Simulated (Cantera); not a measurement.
Input: 1 mol SiCl4, 0.028 mol Cl2, 140 mol N2, equilibrated at 1123.15 K and 0.900 Torr.

These are equilibrium values from Cantera (NASA tables, ideal gas, pure condensed phases), not measurements of a reactor. Candidate condensed phases: Si, Si3N4; 13 gas species. The numbers say what is thermodynamically allowed, not how fast it happens.

Base state: N2 0.993, SiCl4 0.00709, Cl 0.000332, Cl2 3.29e-5 (mole fractions); condensed: gas only.

### Question
What changes in the equilibrium state with this change: Cl2 from 0.028 to 0.75 mol?

### Answer
| species | before | after |
|---|---|---|
| N2 | 0.993 | 0.986 |
| SiCl4 | 0.00709 | 0.00704 |
| Cl2 | 3.29e-5 | 0.00355 |
| Cl | 0.000332 | 0.00345 |
